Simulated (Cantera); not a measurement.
Input: 1 mol C2F6, 0.16 mol H2, equilibrated at 823.15 K and 13.0 Pa.

These are equilibrium values from Cantera (NASA tables, ideal gas, pure condensed phases), not measurements of a reactor. Candidate condensed phases: C, C6H6, C7H8, C8H18; 95 gas species. The feed counts by its element totals alone. Condensed phases not in the tables: fluorocarbon polymer. Gases not in the tables: C2F6 and larger saturated fluorocarbons. The numbers say what is thermodynamically allowed, not how fast it happens.

Base state: CF4 0.816, HF 0.184 (mole fractions); condensed: C(graphite).

What changes in the equilibrium state with this change: temperature from 823.15 K to 2173.15 K?


| species | before | after |
|---|---|---|
| F | <1e-9 | 0.800 |
| CF2 | <1e-9 | 0.130 |
| HF | 0.184 | 0.0605 |
| CF4 | 0.816 | 0.00127 |
| CF | <1e-9 | 0.00812 |
| CF3 | <1e-9 | 0.000535 |
| C3 | <1e-9 | 1.07e-5 |
| C(graphite), mol | 0.580 | 1.26 |

What changes in the equilibrium state with this change: temperature from 823.15 K to 2225 K?


```json
[
 {"species": "F", "before": "<1e-9", "after": "0.841"},
 {"species": "CF2", "before": "<1e-9", "after": "0.0900"},
 {"species": "HF", "before": "0.184", "after": "0.0582"},
 {"species": "CF4", "before": "0.816", "after": "0.000301"},
 {"species": "CF", "before": "<1e-9", "after": "0.0105"},
 {"species": "CF3", "before": "<1e-9", "after": "0.000243"},
 {"species": "C3", "before": "<1e-9", "after": "3.07e-5"},
 {"species": "C(graphite), mol", "before": "0.580", "after": "1.44"}
]
```
